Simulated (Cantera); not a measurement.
# Equilibrium for silicon carbide growth: SiH4 + C3H8 + H2

A closed system holds: 1 mol SiH4, 0.055 mol C3H8, a varied amount of H2, equilibrated at 2350 °C and 540 Torr.

Method: chemical equilibrium by Gibbs-energy minimisation in Cantera with the NASA 1993 tables (ideal gas, pure condensed phases). Candidate condensed phases: C, C6H6, C7H8, C8H18, Si, SiC; 87 gas species. Mutual solubility and eutectic melting of coexisting phases are not modelled. Gases not in the tables: Si2H6 and higher silanes. Equilibrium is a limit: real reactors are often held back by kinetics, nucleation or transport.

From 1.1 mol H2 to 9.7 mol H2 the condensed part is Si(l) + SiC(s). At 20 mol H2 the condensed part is Si(l). From 42 mol H2 to 180 mol H2 nothing is condensed. The main Si-bearing gas is Si throughout.

```json
[
 {"n(H2) (mol)": "1.1", "log p H2": "-0.18", "log p H": "-1.46", "log p Si": "-1.94", "log p Si2C": "-2.66", "log p SiH": "-2.69", "log p C2H2 (acetylene)": "-2.93", "n Si(l)": "0.763", "n SiC(s)": "0.139"},
 {"n(H2) (mol)": "2.3", "log p H2": "-0.18", "log p H": "-1.46", "log p Si": "-1.94", "log p Si2C": "-2.66", "log p SiH": "-2.69", "log p C2H2 (acetylene)": "-2.93", "n Si(l)": "0.738", "n SiC(s)": "0.129"},
 {"n(H2) (mol)": "4.7", "log p H2": "-0.18", "log p H": "-1.46", "log p Si": "-1.94", "log p Si2C": "-2.66", "log p SiH": "-2.69", "log p C2H2 (acetylene)": "-2.93", "n Si(l)": "0.686", "n SiC(s)": "0.110"},
 {"n(H2) (mol)": "9.7", "log p H2": "-0.18", "log p H": "-1.46", "log p Si": "-1.94", "log p Si2C": "-2.66", "log p SiH": "-2.69", "log p C2H2 (acetylene)": "-2.93", "n Si(l)": "0.578", "n SiC(s)": "0.0706"},
 {"n(H2) (mol)": "20", "log p H2": "-0.18", "log p H": "-1.46", "log p Si": "-1.94", "log p Si2C": "-2.67", "log p SiH": "-2.69", "log p C2H2 (acetylene)": "-2.96", "n Si(l)": "0.352", "n SiC(s)": "0"},
 {"n(H2) (mol)": "42", "log p H2": "-0.17", "log p H": "-1.46", "log p Si": "-2.01", "log p Si2C": "-2.95", "log p SiH": "-2.75", "log p C2H2 (acetylene)": "-3.26", "n Si(l)": "0", "n SiC(s)": "0"},
 {"n(H2) (mol)": "86", "log p H2": "-0.17", "log p H": "-1.46", "log p Si": "-2.26", "log p Si2C": "-3.52", "log p SiH": "-3.00", "log p C2H2 (acetylene)": "-3.38", "n Si(l)": "0", "n SiC(s)": "0"},
 {"n(H2) (mol)": "180", "log p H2": "-0.17", "log p H": "-1.46", "log p Si": "-2.54", "log p Si2C": "-4.20", "log p SiH": "-3.28", "log p C2H2 (acetylene)": "-3.60", "n Si(l)": "0", "n SiC(s)": "0"}
]
```
log p: log10 of the partial pressure in bar; n: condensed amount in mol.
